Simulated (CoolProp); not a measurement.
Properties of the fluoroketone C6F12O (FK-5-1-12) along the isobar 0.888 MPa.

Model: reference Helmholtz-energy equation of state, McLinden 2015, in CoolProp.

| T (K) | phase | cp (kJ/(kg K)) | isothermal compressibility (1/MPa) | expansivity (1/kK) | fugacity coefficient |
|---|---|---|---|---|---|
| 414.4 | gas | 1.099 | 1.669 | 7.193 | 0.7942 |
| 423 | gas | 1.085 | 1.567 | 6.142 | 0.8099 |
| 431.5 | gas | 1.077 | 1.496 | 5.413 | 0.8239 |
| 440.1 | gas | 1.074 | 1.442 | 4.864 | 0.8366 |
| 448.7 | gas | 1.073 | 1.401 | 4.437 | 0.8482 |
| 457.2 | gas | 1.075 | 1.368 | 4.099 | 0.8586 |
| 465.8 | gas | 1.077 | 1.340 | 3.817 | 0.8682 |
| 474.3 | gas | 1.081 | 1.318 | 3.584 | 0.8770 |
| 482.9 | gas | 1.086 | 1.299 | 3.382 | 0.8851 |
| 491.4 | gas | 1.091 | 1.282 | 3.209 | 0.8925 |
| 500 | gas | 1.097 | 1.268 | 3.056 | 0.8994 |
